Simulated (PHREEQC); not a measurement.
A column of 0.1 m (30 cells, dispersivity 0.0035 m, 60 s a shift, diffusion coefficient 3e-10 m²/s) holds 0.023 eq of the database's cation exchanger X per kg of pore water, first in equilibrium with 0.00091 mol/kgw KCl, 0.0059 mol/kgw CaCl2 and 1e-05 mol/kgw HCl. It is flushed with 43 mmol/kgw KBr, 4.6 mmol/kgw MgSO4 and 0.01 mmol/kgw HCl, at 25 °C. Values are for the last cell. The system is closed to CO2. Nothing may precipitate in this run.

Equilibrium calculation in PHREEQC: ion-association model, phreeqc.dat.

### Question
Predict Br in solution (mol/kgw) at pore volumes = 0.5167, 0.9167, 1.317, 1.517.

### Answer
| pore volumes | Br in solution (mol/kgw) |
|---|---|
| 0.5167 | 0.000320 |
| 0.9167 | 0.0182 |
| 1.317 | 0.0378 |
| 1.517 | 0.0411 |
